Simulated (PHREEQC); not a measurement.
Solution (25 °C): 120 mmol/kgw CdCl2 and 1.8 mmol/kgw KCl. Closed to the air; pH follows from the charge balance.

Computed with PHREEQC (ion-association model, wateq4f.dat).

Each row changes one thing in this solution. This is a speciation only: nothing precipitates in the calculation.

```json
[
 {"case": "as made", "pH": "5.35", "ionic strength (mol/kgw)": "0.141", "Cl- (mol/kgw)": "0.119"},
 {"case": "0.027 mol/kgw LiF added", "pH": "6.05", "ionic strength (mol/kgw)": "0.169", "Cl- (mol/kgw)": "0.122"},
 {"case": "diluted 2-fold with water", "pH": "5.48", "ionic strength (mol/kgw)": "0.0842", "Cl- (mol/kgw)": "0.0688"},
 {"case": "diluted 100-fold with water", "pH": "6.43", "ionic strength (mol/kgw)": "0.00327", "Cl- (mol/kgw)": "0.00224"},
 {"case": "CdCl2 from 0.12 to 0.024 mol/kgw", "pH": "5.68", "ionic strength (mol/kgw)": "0.0426", "Cl- (mol/kgw)": "0.0335"},
 {"case": "KCl replaced by SrCl2 at the same molality", "pH": "5.35", "ionic strength (mol/kgw)": "0.144", "Cl- (mol/kgw)": "0.120"},
 {"case": "CdCl2 replaced by NiCl2 at the same molality", "pH": "5.69", "ionic strength (mol/kgw)": "0.317", "Cl- (mol/kgw)": "0.217"},
 {"case": "0.022 mol/kgw CO2 added", "pH": "3.94", "ionic strength (mol/kgw)": "0.141", "Cl- (mol/kgw)": "0.119"}
]
```
